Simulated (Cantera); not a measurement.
## Reactions in the system Cl-H-K

Cantera with NASA thermochemical tables; ideal gases at 1 bar, condensed phases pure. Values are per mole of reaction as written; species without (g) are pure solids or liquids, kept so even where they would boil at 1 bar.

K + HCl(g) = H(g) + KCl(g)

```tsv
T (K)	ΔH° (kJ)	ΔS° (J/K)	ΔG° (kJ)	log10 K	condensed phases
300	95.6	102.2	65.0	-11.31	K(s)
423	92.9	94.3	53.0	-6.55	K(l)
473	92.8	94.1	48.3	-5.34	K(l)
523	92.7	93.9	43.6	-4.36	K(l)
573	92.6	93.7	38.9	-3.55	K(l)
623	92.6	93.6	34.3	-2.87	K(l)
```
